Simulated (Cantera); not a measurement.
Cantera run, input and output.

```python
import numpy as np
import cantera as ct

gas = ct.Solution("gri30.yaml")


def delay(T, t_max=10):
    gas.TPX = T, 30000, {'CO': 1, 'H2': 0.26, 'O2': 1.17, 'N2': 4.39, 'H2O': 0.28}
    reactor = ct.IdealGasConstPressureReactor(gas, clone=False)
    net = ct.ReactorNet([reactor])
    net.rtol, net.atol = 1e-8, 1e-16
    while net.time < t_max:
        t_old, T_old = net.time, reactor.T
        net.step()
        if reactor.T > T + 400:  # ignition: a rise of 400 K
            return t_old + (T + 400 - T_old) / (reactor.T - T_old) * (net.time - t_old)
    return np.nan


taus = []
for T in [1298, 1398, 1498, 1598, 1698, 1798, 1898]:
    taus.append(delay(T))
    print(f"T0 = {T:6g} K   tau = {taus[-1]:.4e} s")
```

Result:

```
T0 =   1298 K   tau = 3.8775e-04 s
T0 =   1398 K   tau = 3.7461e-04 s
T0 =   1498 K   tau = 3.9912e-04 s
T0 =   1598 K   tau = 4.5140e-04 s
T0 =   1698 K   tau = 5.2685e-04 s
T0 =   1798 K   tau = 6.2388e-04 s
T0 =   1898 K   tau = 7.4281e-04 s
```

Computed with Cantera and GRI-Mech 3.0 (53 species, 325 reactions). Where the delays flatten at high temperature, the 400 K rule measures the pace of heat release, not the induction time.
